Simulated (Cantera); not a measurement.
**Premixed flame**

A freely propagating, adiabatic, planar premixed flame of H2 : O2 : N2 = 1 : 0.312 : 1.17 (molar parts), equivalence ratio 1.6, unburnt at 373 K and 0.987 atm; unity-Lewis-number transport, grid criteria slope 0.08 and curve 0.16, no radiation.

Detailed kinetics in Cantera: the H2/O2 subset of GRI-Mech 3.0, which has no nitrogen chemistry. Unity Lewis numbers drop preferential diffusion, which matters most where H2 and H carry the flame. Burning velocities carry a grid error of a few per cent, more on coarse grids.

| z (mm) | T (K) | u (m/s) | x H2 | x O2 | x H | x OH | x O | x H2O2 |
|---|---|---|---|---|---|---|---|---|
| -0.975 | 373 | 2.60 | 0.403 | 0.126 | <1e-8 | <1e-8 | <1e-8 | <1e-8 |
| -0.650 | 373 | 2.60 | 0.403 | 0.126 | <1e-8 | <1e-8 | <1e-8 | 1.06e-8 |
| -0.487 | 373 | 2.60 | 0.403 | 0.126 | <1e-8 | <1e-8 | 1.07e-8 | 7.68e-8 |
| -0.325 | 375 | 2.61 | 0.403 | 0.126 | <1e-8 | <1e-8 | 1.13e-7 | 7.20e-7 |
| -0.162 | 453 | 3.14 | 0.395 | 0.121 | 1.53e-5 | 2.22e-5 | 1.17e-5 | 1.72e-5 |
| -0.0812 | 783 | 5.32 | 0.355 | 0.100 | 0.00459 | 0.000530 | 0.000303 | 1.80e-5 |
| 0 | 1222 | 8.08 | 0.252 | 0.0546 | 0.0408 | 0.00196 | 0.00256 | 2.72e-6 |
| 0.0812 | 1493 | 9.70 | 0.165 | 0.0172 | 0.0772 | 0.00487 | 0.00403 | 1.45e-6 |
| 0.162 | 1629 | 10.5 | 0.142 | 0.00581 | 0.0805 | 0.00657 | 0.00360 | 1.05e-6 |
| 0.325 | 1770 | 11.3 | 0.144 | 0.00234 | 0.0668 | 0.00744 | 0.00274 | 6.00e-7 |
| 0.650 | 1905 | 12.0 | 0.151 | 0.00138 | 0.0494 | 0.00720 | 0.00177 | 3.00e-7 |
| 1.30 | 2023 | 12.6 | 0.158 | 0.000728 | 0.0341 | 0.00611 | 0.000962 | 1.48e-7 |
| 2.60 | 2114 | 13.1 | 0.163 | 0.000332 | 0.0222 | 0.00461 | 0.000448 | 7.39e-8 |
x: mole fraction of selected species; z is measured from the peak of heat release.

```
Quantity                     Value
------------------------  --------
laminar burning velocity  260 cm/s
thermal thickness         0.325 mm
peak x(H)                   0.0818
peak x(OH)                 0.00747
peak x(O)                  0.00403
peak x(H2O2)               2.35e-5
```
